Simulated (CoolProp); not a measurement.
Vapour-liquid equilibrium of R13 (1) + propylene (2) at 11.7 bar; x and y are mole fractions of (1).

Computed with CoolProp (multi-fluid Helmholtz-energy mixture model, Platzer 1990 and Lemmon 2013; pair parameters Bell 2016). This equation is an older, rougher fit; its heat capacities, sound speeds and derivatives of the liquid may be far off and weren't checked against measurements.

```csv
x,"bubble temperature, mixture model (K)","bubble temperature, Raoult's law (K)","y, mixture model","y, Raoult's law"
0.05,292.9,294.7,0.151,0.141
0.15,283.5,287.7,0.372,0.360
0.25,276.6,281.7,0.519,0.520
0.35,271.4,276.5,0.621,0.642
0.45,267.3,271.9,0.697,0.735
0.55,264.1,267.9,0.759,0.809
0.65,261.3,264.2,0.813,0.867
0.75,259.0,261.0,0.863,0.915
0.85,256.8,258.0,0.915,0.954
0.95,254.9,255.3,0.970,0.986
```

The largest gap from Raoult's law is -5.1 K in bubble temperature, at x = 0.35. No azeotrope shows between x = 0.05 and 0.95.

The pair parameters rest on a limited set of measurements; away from them the model extrapolates.
